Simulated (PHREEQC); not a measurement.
Consider water at 20 °C with 0.019 mol FeCl2 per kg of water. Closed to the air; pH follows from the charge balance.

Equilibrium calculation in PHREEQC: ion-association model, phreeqc.dat.

Question: The ionic strength comes out as 0.0561 mol/kgw. What activity coefficients do Fe+2, Cl-, FeCl+, H+, FeOH+ get?

Answer: Fe+2 0.47, Cl- 0.81, FeCl+ 0.82, H+ 0.85, FeOH+ 0.82.

Precipitation was switched off in this run. Species that the database lacks are ignored.
